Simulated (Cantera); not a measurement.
## Hydrocarbon pyrolysis for carbon deposition

An isothermal, constant-pressure homogeneous reactor starts with C₂H₄ : H₂ = 1 : 8.7 (molar parts), at 1525 K and 750 Torr.

Cantera simulation using GRI-Mech 3.0 (53 species, 325 reactions); the numbers are that mechanism's predictions, not measurements. GRI-Mech 3.0 was tuned for natural gas; its chemistry of ethylene as a main component is partial and can be far from experiment. GRI-Mech 3.0 stops at C3 and has no aromatics, soot or wall deposition, so with more carbon than oxygen in the feed, carbon stays in small species such as C2H2 where larger ones or solid carbon would form.

```json
[
 {"t (s)": "3.00e-6", "x C₂H₄": "0.103", "x H₂": "0.897", "x C₂H": "<1e-12", "x C₂H₂": "6.36e-6", "x H": "2.33e-8", "x CH₂": "<1e-12"},
 {"t (s)": "1.82e-5", "x C₂H₄": "0.103", "x H₂": "0.897", "x C₂H": "<1e-12", "x C₂H₂": "3.90e-5", "x H": "1.43e-7", "x CH₂": "2.91e-12"},
 {"t (s)": "0.000110", "x C₂H₄": "0.103", "x H₂": "0.897", "x C₂H": "<1e-12", "x C₂H₂": "0.000254", "x H": "9.81e-7", "x CH₂": "2.11e-11"},
 {"t (s)": "0.000667", "x C₂H₄": "0.0981", "x H₂": "0.897", "x C₂H": "3.84e-10", "x C₂H₂": "0.00434", "x H": "3.62e-5", "x CH₂": "7.91e-10"},
 {"t (s)": "0.00404", "x C₂H₄": "0.0372", "x H₂": "0.899", "x C₂H": "8.89e-9", "x C₂H₂": "0.0570", "x H": "6.40e-5", "x CH₂": "1.11e-9"},
 {"t (s)": "0.0245", "x C₂H₄": "0.0141", "x H₂": "0.896", "x C₂H": "8.48e-9", "x C₂H₂": "0.0746", "x H": "4.65e-5", "x CH₂": "8.23e-10"},
 {"t (s)": "0.148", "x C₂H₄": "0.0124", "x H₂": "0.881", "x C₂H": "5.38e-9", "x C₂H₂": "0.0658", "x H": "3.29e-5", "x CH₂": "1.03e-9"},
 {"t (s)": "0.899", "x C₂H₄": "0.00892", "x H₂": "0.851", "x C₂H": "2.86e-9", "x C₂H₂": "0.0480", "x H": "2.31e-5", "x CH₂": "1.18e-9"},
 {"t (s)": "5.45", "x C₂H₄": "0.00808", "x H₂": "0.843", "x C₂H": "2.47e-9", "x C₂H₂": "0.0434", "x H": "2.19e-5", "x CH₂": "1.22e-9"},
 {"t (s)": "33.0", "x C₂H₄": "0.00808", "x H₂": "0.843", "x C₂H": "2.47e-9", "x C₂H₂": "0.0434", "x H": "2.19e-5", "x CH₂": "1.22e-9"},
 {"t (s)": "200", "x C₂H₄": "0.00808", "x H₂": "0.843", "x C₂H": "2.47e-9", "x C₂H₂": "0.0434", "x H": "2.19e-5", "x CH₂": "1.22e-9"}
]
```
x: mole fraction; the columns are a selection and need not sum to one.

Equilibrium at this temperature and pressure: C₂H₄ 0.00808, H₂ 0.843, C₂H 2.47e-9, C₂H₂ 0.0434, H 2.19e-5, CH₂ 1.22e-9 (gas phase only).
